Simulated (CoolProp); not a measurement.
Vapour-liquid equilibrium of R13 (1) + isobutane (2) at -12.75 °C; x and y are mole fractions of (1).

The numbers come from the multi-fluid Helmholtz-energy mixture model, Platzer 1990 and Bücker 2006; pair parameters Bell 2016 in CoolProp. This equation is an older, rougher fit; its heat capacities, sound speeds and derivatives of the liquid may be far off and weren't checked against measurements.

```csv
x,bubble pressure (kPa),y at the bubble point,dew pressure at overall composition x (kPa),liquid density (mol/L)
0.05,196.0,0.509,102.5,10.32
0.125,330.1,0.716,111.2,10.45
0.2,449.1,0.798,121.6,10.57
0.275,555.2,0.842,134.0,10.69
0.35,650.5,0.871,149.2,10.81
0.425,737.7,0.892,168.2,10.92
0.5,819.2,0.908,192.7,11.03
0.575,897.5,0.922,225.4,11.13
0.65,975.1,0.935,271.3,11.23
0.725,1055,0.948,340.1,11.31
0.8,1138,0.960,453.5,11.39
0.875,1229,0.974,665.7,11.45
0.95,1330,0.989,1070,11.50
```

No azeotrope shows between x = 0.05 and 0.95.

Pair parameters are fitted to limited data, so mixtures are less certain than the pure fluids. The gap from Raoult's law changes sign with composition, which may be real or a fault of the pair parameters; it wasn't checked against measurements.
